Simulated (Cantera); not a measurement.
**Equilibrium for nitride etching: AlN + O2 + N2**

Charge: 1 mol AlN, 1.8 mol O2, 19 mol N2, equilibrated at 4.30 Pa.

Cantera equilibrium calculation (NASA polynomials, part measured and part estimated; ideal gas, pure solids and liquids). Candidate condensed phases: Al, AlN, Al2O3; 16 gas species. Equilibrium is a limit: real reactors are often held back by kinetics, nucleation or transport.

```
T (K)   x N2    x O2       x O      x NO     x AlO  n Al2O3(s)
-----  -----  ------  --------  --------  --------  ----------
823    0.949  0.0511  7.93e-12   1.59e-6    <1e-12       0.500
923    0.949  0.0511  4.30e-10   6.77e-6    <1e-12       0.500
1023   0.949  0.0511   1.07e-8   2.17e-5    <1e-12       0.500
1123   0.949  0.0511   1.52e-7   5.64e-5    <1e-12       0.500
1223   0.949  0.0510   1.39e-6  0.000126    <1e-12       0.500
1323   0.949  0.0510   9.16e-6  0.000248    <1e-12       0.500
1423   0.949  0.0508   4.63e-5  0.000444    <1e-12       0.500
1523   0.948  0.0506  0.000189  0.000736    <1e-12       0.500
1623   0.948  0.0502  0.000650   0.00114  8.01e-12       0.500
1723   0.947  0.0492   0.00192   0.00168  3.62e-10       0.500
1823   0.945  0.0473   0.00500   0.00233   1.08e-8       0.500
1923   0.942  0.0435    0.0115   0.00306   2.27e-7       0.500
```
x: gas mole fraction; n: condensed amount in mol.

From 823 K to 1923 K the condensed part is Al2O3(s).
